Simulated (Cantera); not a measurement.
An adiabatic, constant-volume homogeneous reactor starts with C3H8 : O2 : N2 = 1 : 7.58 : 28.5 (molar parts), at 1150 K and 42000 Pa. Integrator tolerance rtol = 1e-08.

Computed with Cantera and GRI-Mech 3.0 (53 species, 325 reactions). GRI-Mech 3.0 was tuned for natural gas; its chemistry of propane as a main component is partial and can be far from experiment.

```csv
quantity,before,after
time of steepest temperature rise,24.3 ms,25.6 ms
temperature at 3.00 s,2580 K,2377 K
equilibrium temperature,2580 K,2377 K
x(C3H8) at 3.00 s,<1e-12 (gas-phase equilibrium <1e-12),<1e-12 (gas-phase equilibrium <1e-12)
x(O2) at 3.00 s,0.0629 (gas-phase equilibrium 0.0629),0.0637 (gas-phase equilibrium 0.0637)
x(C2H2) at 3.00 s,<1e-12 (gas-phase equilibrium <1e-12),<1e-12 (gas-phase equilibrium <1e-12)
x(CO2) at 3.00 s,0.0633 (gas-phase equilibrium 0.0633),0.0701 (gas-phase equilibrium 0.0701)
x(H2O) at 3.00 s,0.0925 (gas-phase equilibrium 0.0925),0.0973 (gas-phase equilibrium 0.0973)
x(H2O2) at 3.00 s,1.92e-7 (gas-phase equilibrium 1.92e-7),8.49e-8 (gas-phase equilibrium 8.49e-8)
```

Q: Which change was made?
A. constant pressure in place of constant volume
B. pressure from 42000 Pa to 2000000 Pa
C. N2 28.5 to 67 parts
D. initial temperature 1150 to 1675 K

A: A, constant pressure in place of constant volume
